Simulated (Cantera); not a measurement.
Mixture: H₂ : O₂ : N₂ : H₂O = 1 : 0.455 : 1.71 : 0.075 (molar parts), at 1.00 bar, adiabatic and at constant pressure. Ignition delay is the time to a rise of 400 K.

Computed with Cantera and the H2/O2 subset of GRI-Mech 3.0, which has no nitrogen chemistry. Where the delays flatten at high temperature, the 400 K rule measures the pace of heat release, not the induction time.

| quantity | before | after |
|---|---|---|
| delay at 1175 K | 57.2 µs | 0.191 ms |
| delay at 1325 K | 28.5 µs | 5.06 µs |
| delay at 1475 K | 19.3 µs | 1.76 µs |
| delay at 1625 K | 16.2 µs | 1.02 µs |
| delay at 1775 K | 16.1 µs | 0.717 µs |

What was changed between the two runs?
A. H2 1 to 2.1 parts
B. pressure from 1.00 bar to 10.0 bar
C. pressure from 1.00 bar to 1.30 bar
D. O2 0.455 to 0.23 parts

B, pressure from 1.00 bar to 10.0 bar
